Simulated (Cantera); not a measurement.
Feed: 1 mol SiC, a varied amount of O₂, 1.1 mol H₂, equilibrated at 1127 °C and 6.40 Pa.

These are equilibrium values from Cantera (NASA tables, ideal gas, pure condensed phases), not measurements of a reactor. Candidate condensed phases: C, C₆H₆, C₇H₈, C₈H₁₈, H₂O, Si, SiC, SiO₂; 123 gas species. The numbers say what is thermodynamically allowed, not how fast it happens.

What share of the Si ends up in condensed phases as a function of n(O₂) (mol), at 0.027, 0.047, 0.082, 0.14, 0.25, 0.45, 0.79?


```json
[
 {"n(O₂) (mol)": "0.027", "Si condensed (%)": "97.3", "as": "SiC(s)"},
 {"n(O₂) (mol)": "0.047", "Si condensed (%)": "95.3", "as": "SiC(s)"},
 {"n(O₂) (mol)": "0.082", "Si condensed (%)": "91.8", "as": "SiC(s)"},
 {"n(O₂) (mol)": "0.14", "Si condensed (%)": "86.0", "as": "SiC(s)"},
 {"n(O₂) (mol)": "0.25", "Si condensed (%)": "75.0", "as": "SiC(s)"},
 {"n(O₂) (mol)": "0.45", "Si condensed (%)": "55.0", "as": "SiC(s)"},
 {"n(O₂) (mol)": "0.79", "Si condensed (%)": "21.0", "as": "SiC(s)"}
]
```
